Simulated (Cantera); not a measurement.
Thermodynamics of calcination and drying, feed Mg(OH)2 + H2O

Feed: 1 mol Mg(OH)2, 0.06 mol H2O, equilibrated at 13.3 mbar.

Equilibrium computed with Cantera from the NASA thermochemical tables; the gas is ideal and each condensed phase is pure. Candidate condensed phases: H2O, Mg, MgO, Mg(OH)2; 15 gas species. Equilibrium is a limit: real reactors are often held back by kinetics, nucleation or transport.

From 550 K to 2200 K the condensed part is MgO(s).

```json
[
 {"T (K)": "550", "x H2O": "1.00", "x H2": "<1e-12", "x OH": "<1e-12", "x O2": "<1e-12", "x H": "<1e-12", "x O": "<1e-12", "x Mg": "<1e-12", "x MgOH": "<1e-12", "n MgO(s)": "1.00"},
 {"T (K)": "700", "x H2O": "1.00", "x H2": "2.18e-10", "x OH": "1.19e-12", "x O2": "1.09e-10", "x H": "<1e-12", "x O": "<1e-12", "x Mg": "<1e-12", "x MgOH": "<1e-12", "n MgO(s)": "1.00"},
 {"T (K)": "850", "x H2O": "1.00", "x H2": "3.17e-8", "x OH": "5.64e-10", "x O2": "1.57e-8", "x H": "<1e-12", "x O": "<1e-12", "x Mg": "<1e-12", "x MgOH": "<1e-12", "n MgO(s)": "1.00"},
 {"T (K)": "1000", "x H2O": "1.000", "x H2": "1.05e-6", "x OH": "4.24e-8", "x O2": "5.16e-7", "x H": "2.02e-11", "x O": "<1e-12", "x Mg": "<1e-12", "x MgOH": "<1e-12", "n MgO(s)": "1.00"},
 {"T (K)": "1150", "x H2O": "1.000", "x H2": "1.42e-5", "x OH": "1.04e-6", "x O2": "6.85e-6", "x H": "2.44e-9", "x O": "1.88e-10", "x Mg": "<1e-12", "x MgOH": "<1e-12", "n MgO(s)": "1.00"},
 {"T (K)": "1300", "x H2O": "1.000", "x H2": "0.000106", "x OH": "1.21e-5", "x O2": "5.01e-5", "x H": "9.87e-8", "x O": "1.08e-8", "x Mg": "<1e-12", "x MgOH": "1.06e-12", "n MgO(s)": "1.00"},
 {"T (K)": "1450", "x H2O": "0.999", "x H2": "0.000527", "x OH": "8.55e-5", "x O2": "0.000242", "x H": "1.88e-6", "x O": "2.71e-7", "x Mg": "1.04e-11", "x MgOH": "1.36e-10", "n MgO(s)": "1.00"},
 {"T (K)": "1600", "x H2O": "0.997", "x H2": "0.00194", "x OH": "0.000417", "x O2": "0.000870", "x H": "2.07e-5", "x O": "3.70e-6", "x Mg": "1.65e-9", "x MgOH": "6.93e-9", "n MgO(s)": "1.000"},
 {"T (K)": "1750", "x H2O": "0.990", "x H2": "0.00572", "x OH": "0.00155", "x O2": "0.00250", "x H": "0.000152", "x O": "3.24e-5", "x Mg": "1.09e-7", "x MgOH": "1.78e-7", "n MgO(s)": "1.000"},
 {"T (K)": "1900", "x H2O": "0.974", "x H2": "0.0142", "x OH": "0.00462", "x O2": "0.00603", "x H": "0.000818", "x O": "0.000201", "x Mg": "3.67e-6", "x MgOH": "2.70e-6", "n MgO(s)": "1.000"},
 {"T (K)": "2050", "x H2O": "0.941", "x H2": "0.0302", "x OH": "0.0116", "x O2": "0.0126", "x H": "0.00342", "x O": "0.000947", "x Mg": "7.36e-5", "x MgOH": "2.70e-5", "n MgO(s)": "1.000"},
 {"T (K)": "2200", "x H2O": "0.878", "x H2": "0.0565", "x OH": "0.0252", "x O2": "0.0236", "x H": "0.0116", "x O": "0.00360", "x Mg": "0.000978", "x MgOH": "0.000193", "n MgO(s)": "0.998"}
]
```
x: gas mole fraction; n: condensed amount in mol.
